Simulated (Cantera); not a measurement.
# Equilibrium for silicon oxide and oxynitride deposition: SiH4 + CO2 + H2

A closed system holds: 1 mol SiH4, 8 mol CO2, 0.49 mol H2, at 1200 K and 0.133 bar.

These are equilibrium values from Cantera (NASA tables, ideal gas, pure condensed phases), not measurements of a reactor. Candidate condensed phases: C, C6H6, C7H8, C8H18, H2O, Si, SiC, SiO2; 123 gas species. The tables hold silica as quartz up to 1696 K and as liquid above; real silica turns to tridymite and cristobalite and melts near 1996 K. Equilibrium is a limit: real reactors are often held back by kinetics, nucleation or transport.

x(CO2): 0.422
x(CO): 0.340
x(H2O): 0.150
x(H2): 0.0878
n(SiO2(β-quartz)): 1.00 mol
gas amount: 10.49 mol
log10 activity of C(graphite) (absent): -3.16
log10 activity of Si(s) (absent): -14.94
